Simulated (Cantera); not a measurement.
Charge: 1 mol TEOS, 0.27 mol H2O, 11 mol N2, equilibrated at 0.443 Torr.

These are equilibrium values from Cantera (NASA tables, ideal gas, pure condensed phases), not measurements of a reactor. Candidate condensed phases: C, C6H6, C7H8, C8H18, H2O, Si, SiC, SiO2, Si2N2O, Si3N4; 151 gas species. The feed counts by its element totals alone. The tables' values for SiN are old estimates; treat these amounts as uncertain. Rates play no part.

**Question.** At 1900 °C, list the 7 most abundant gas species with their mole fractions, and the condensed phases.

**Answer.** N2 0.387, H2 0.306, CO 0.151, H 0.110, Si 0.0296, HCN 0.00949, SiC2 0.00256. Condensed: C(graphite).
